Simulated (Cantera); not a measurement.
An isothermal plug-flow reactor at 600 K and 1.01 bar (inlet), inlet velocity 0.69 m/s, active area per volume 130 1/m; feed H2 : O2 : N2 = 0.0038 : 0.033 : 0.79 (molar parts).

Detailed kinetics in Cantera: Deutschmann's 1995 Pt surface mechanism with GRI-Mech 3.0 gas chemistry. Catalytic surfaces can have several steady states; this one follows from the mechanism file's or the stated starting coverage. Mass transfer to the wall is taken as infinitely fast.

One state of this run: x H2 = 0.000439; x O2 = 0.0379; x H2O = 0.00417; θ free Pt = 0.0191; θ O* = 0.977; θ OH* = 0.00390. x: gas mole fraction; θ: surface coverage.

Which value of z (m) does it belong to?
A. 0.00086
B. 0.086
C. 0.048
D. 0.0086

D, 0.0086
